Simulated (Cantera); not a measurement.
Si + N2O + N2 (thermal oxidation and active oxidation of silicon)

Input: 1 mol Si, 0.018 mol N2O, 600 mol N2, equilibrated at 101000 Pa.

Cantera equilibrium calculation (NASA polynomials, part measured and part estimated; ideal gas, pure solids and liquids). Candidate condensed phases: Si, SiO2, Si2N2O, Si3N4; 16 gas species. Mutual solubility and eutectic melting of coexisting phases are not modelled. The tables' values for SiN are old estimates; treat these amounts as uncertain. Kinetics and transport are ignored.

From 1375 K to 1675 K the condensed part is Si2N2O(s) + Si3N4(s). From 1775 K to 2075 K the condensed part is Si3N4(s).

| T (K) | x N2 | x Si | x SiO | x SiN | x Si2N | x Si2 | x Si3 | x N | n Si2N2O(s) | n Si3N4(s) |
|---|---|---|---|---|---|---|---|---|---|---|
| 1375 | 1.00 | <1e-12 | 4.53e-10 | <1e-12 | <1e-12 | <1e-12 | <1e-12 | <1e-12 | 0.0180 | 0.321 |
| 1475 | 1.00 | 5.28e-12 | 1.40e-8 | 7.61e-12 | <1e-12 | <1e-12 | <1e-12 | <1e-12 | 0.0180 | 0.321 |
| 1575 | 1.00 | 1.88e-10 | 2.78e-7 | 1.79e-10 | <1e-12 | <1e-12 | <1e-12 | <1e-12 | 0.0178 | 0.321 |
| 1675 | 1.000 | 4.32e-9 | 3.83e-6 | 2.87e-9 | 5.21e-11 | <1e-12 | <1e-12 | 3.33e-12 | 0.0157 | 0.322 |
| 1775 | 1.000 | 6.95e-8 | 3.00e-5 | 3.34e-8 | 1.77e-9 | 1.25e-11 | <1e-12 | 2.31e-11 | 0 | 0.327 |
| 1875 | 1.000 | 8.26e-7 | 3.00e-5 | 2.98e-7 | 4.08e-8 | 5.73e-10 | 1.21e-11 | 1.31e-10 | 0 | 0.327 |
| 1975 | 1.000 | 7.60e-6 | 3.00e-5 | 2.12e-6 | 6.78e-7 | 1.77e-8 | 9.15e-10 | 6.22e-10 | 0 | 0.325 |
| 2075 | 1.000 | 5.63e-5 | 3.00e-5 | 1.24e-5 | 8.52e-6 | 3.88e-7 | 4.49e-8 | 2.54e-9 | 0 | 0.310 |
x: gas mole fraction; n: condensed amount in mol.
